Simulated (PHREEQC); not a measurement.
**Hard or scaling water (model solution)**

Consider water at 65 °C with 0.27 mol MgCl2, 0.00012 mol CO2 and 0.0001 mol MgSO4 per kg of water. Closed to the air; pH follows from the charge balance.

Equilibrium calculation in PHREEQC: ion-association model, phreeqc.dat.

Each row changes one thing in this solution. Precipitation was switched off in this run.

```
case                                           pH  CO2 (mol/kgw)  MgSO4 (mol/kgw)  SO4-2 (mol/kgw)  MgHCO3+ (mol/kgw)  HCO3- (mol/kgw)
-------------------------------------------  ----  -------------  ---------------  ---------------  -----------------  ---------------
as made                                      4.89       0.000103          8.35e-5          1.65e-5            9.17e-6          7.49e-6
CO2 replaced by Na2CO3 at the same molality  7.12        4.14e-6          8.35e-5          1.65e-5            6.19e-5          5.06e-5
MgCl2 left out                               5.13       0.000112          4.37e-6          9.55e-5            1.08e-8          7.77e-6
temperature from 65 to 50 °C                 4.91       0.000103          8.03e-5          1.97e-5            8.65e-6          7.84e-6
diluted 5-fold with water                    5.40        1.95e-5          1.49e-5          5.09e-6            1.03e-6          3.43e-6
diluted 10-fold with water                   5.58        9.30e-6          6.98e-6          3.02e-6            4.08e-7          2.29e-6
MgCl2 from 0.27 to 0.054 mol/kgw             5.05       0.000109          7.45e-5          2.55e-5            2.55e-6          8.52e-6
```

The ionic strength passes 0.7 mol/kgw, the rough limit of the ion-association models, in as made; CO2 replaced by Na2CO3 at the same molality; temperature from 65 to 50 °C. Complexes and solids missing from the database can't appear. Constants without temperature data keep their 25 °C values here.
